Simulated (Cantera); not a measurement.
Transport properties of process gases

Gas mixture: N2O = 0.44 (molar parts), at 3.30 bar, frozen composition.

Cantera's kinetic-theory transport with the Lennard-Jones parameters of GRI-Mech 3.0, ideal gas; thermal conductivity in the multicomponent form.

```
T (K)  ρ (kg/m³)  cp (J/kg/K)  μ (µPa s)  λ (mW/m/K)     Pr  D (cm²/s) NH3  D (cm²/s) OH  D (cm²/s) H2O
-----  ---------  -----------  ---------  ----------  -----  -------------  ------------  -------------
400         4.37        970.3       19.5        25.3  0.746         0.0866         0.126         0.0897
500         3.49         1043       23.6        33.0  0.745          0.133         0.187          0.139
600         2.91         1101       27.3        40.4  0.744          0.188         0.256          0.196
700         2.50         1150       30.8        47.7  0.743          0.250         0.333          0.262
800         2.18         1192       34.0        54.7  0.742          0.319         0.418          0.335
900         1.94         1227       37.1        61.4  0.741          0.394         0.509          0.415
1000        1.75         1255       40.0        67.9  0.740          0.476         0.608          0.501
```
D: mixture-averaged diffusion coefficient of that species in the mixture.
